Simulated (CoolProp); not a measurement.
Benzene at 329.39 K and 0.193 MPa is throttled through a valve to 0.082 MPa with no heat exchange. Each further row changes one setting.

The numbers come from the reference Helmholtz-energy equation of state, Thol 2012 in CoolProp.

```
case                        temperature change (K)  final phase  final density (kg/m³)
--------------------------  ----------------------  -----------  ---------------------
as stated                                     +0.0       liquid                    840
outlet pressure 0.0246 MPa                       ?            ?                      ?
outlet pressure 0.107 MPa                     +0.0       liquid                    840
```

### Question
Some entries are withheld; supply them.

### Answer

- outlet pressure 0.0246 MPa, temperature change (K): -16.0
- outlet pressure 0.0246 MPa, final phase: two-phase, vapour fraction 0.069
- outlet pressure 0.0246 MPa, final density (kg/m³): 10.8
